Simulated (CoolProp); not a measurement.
Properties of n-perfluorobutane along the isobar 2.69 MPa (Tc = 386.3 K, pc = 2.322 MPa, ω = 0.372).

The numbers come from the reference Helmholtz-energy equation of state, Gao 2022 in CoolProp.

```json
[
 {"T (K)": "275.9", "phase": "liquid", "density (kg/m³)": "1593", "isothermal compressibility (1/MPa)": "0.003351", "fugacity coefficient": "0.05098"},
 {"T (K)": "285.4", "phase": "liquid", "density (kg/m³)": "1560", "isothermal compressibility (1/MPa)": "0.003842", "fugacity coefficient": "0.07099"},
 {"T (K)": "294.9", "phase": "liquid", "density (kg/m³)": "1526", "isothermal compressibility (1/MPa)": "0.004457", "fugacity coefficient": "0.09596"},
 {"T (K)": "304.3", "phase": "liquid", "density (kg/m³)": "1491", "isothermal compressibility (1/MPa)": "0.005237", "fugacity coefficient": "0.1260"},
 {"T (K)": "313.8", "phase": "liquid", "density (kg/m³)": "1454", "isothermal compressibility (1/MPa)": "0.006271", "fugacity coefficient": "0.1619"},
 {"T (K)": "323.3", "phase": "liquid", "density (kg/m³)": "1415", "isothermal compressibility (1/MPa)": "0.007675", "fugacity coefficient": "0.2035"},
 {"T (K)": "332.7", "phase": "liquid", "density (kg/m³)": "1373", "isothermal compressibility (1/MPa)": "0.009631", "fugacity coefficient": "0.2504"},
 {"T (K)": "342.2", "phase": "liquid", "density (kg/m³)": "1328", "isothermal compressibility (1/MPa)": "0.01256", "fugacity coefficient": "0.3030"},
 {"T (K)": "351.6", "phase": "liquid", "density (kg/m³)": "1277", "isothermal compressibility (1/MPa)": "0.01715", "fugacity coefficient": "0.3600"},
 {"T (K)": "361.1", "phase": "liquid", "density (kg/m³)": "1218", "isothermal compressibility (1/MPa)": "0.02526", "fugacity coefficient": "0.4216"},
 {"T (K)": "370.6", "phase": "liquid", "density (kg/m³)": "1146", "isothermal compressibility (1/MPa)": "0.04194", "fugacity coefficient": "0.4862"}
]
```
